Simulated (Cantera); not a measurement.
Cantera run:

```python
import numpy as np
import cantera as ct

gas_names = [...]  # 95 gases of nasa_gas.yaml made of C, F, H
cond_names = """
    C(gr) C6H6(L) C7H8(L) C8H18(L),n-octa
""".split()


# ... load() reads the species with a 1 bar reference pressure and builds the phases ...
atoms = {
    'CHF3': {'C': 1, 'H': 1, 'F': 3},
    'F2': {'F': 2},
}
top_T = {'C(gr)': 4500}  # K; cautious upper limits of use, not melting points


# ... equilibrate(T, P, feed) seeds the gas with the atoms and calls Mixture.equilibrate('TP', solver="gibbs", rtol=1e-10, max_steps=50000) ...
results = []
feed = {'CHF3': 1, 'F2': 0.12}  # mol
P = 133.322  # Pa
for T in [1875, 1975, 2075, 2175, 2275, 2375, 2475, 2575, 2675, 2775, 2875]:
    mix = equilibrate(T, P, feed)
    results.append((T, P, feed, dict(zip(mix.species_names, mix.species_moles))))

top = {s: max(r[3][s] / sum(r[3][g] for g in gas_names) for r in results) for s in gas_names}
cols = sorted((s for s in top if top[s] > 0.001), key=lambda s: -top[s])[:5]
seen = [c for c in cond_names if any(r[3].get(c, 0) > 1e-12 for r in results)]
print("log10 of partial pressures in bar; condensed amounts in mol")
print(f"{'T/K':>10s}" + "".join(f"{s[:9]:>10s}" for s in cols + seen))
for T, P, feed, n in results:
    ng = sum(n[g] for g in gas_names)
    print(f"{T:10.4g}" + "".join(f"{np.log10(max(n[s] / ng * P / 1e5, 1e-99)):10.3f}" for s in cols)
          + "".join(f"{n.get(c, 0):10.4g}" for c in seen))
```

Result:

```
log10 of partial pressures in bar; condensed amounts in mol
       T/K         F        HF       CF4       CF2        C3     C(gr)
      1875    -4.348    -3.092    -3.396    -4.131   -11.986     0.407
      1975    -3.931    -3.127    -3.515    -3.801   -10.828    0.3711
      2075    -3.594    -3.189    -3.786    -3.586    -9.785    0.3334
      2175    -3.361    -3.261    -4.320    -3.536    -8.839    0.3647
      2275    -3.224    -3.310    -5.113    -3.643    -7.980    0.4975
      2375    -3.147    -3.340    -6.030    -3.838    -7.194    0.6448
      2475    -3.104    -3.360    -6.987    -4.075    -6.474    0.7499
      2575    -3.083    -3.373    -7.944    -4.332    -5.812     0.798
      2675    -3.076    -3.386    -8.880    -4.595    -5.201    0.7773
      2775    -3.082    -3.406    -9.796    -4.863    -4.635    0.6239
      2875    -3.107    -3.456   -10.729    -5.154    -4.111   0.08176
```

These are equilibrium values from Cantera (NASA tables, ideal gas, pure condensed phases), not measurements of a reactor. Gases not in the tables: C2F6 and larger saturated fluorocarbons.
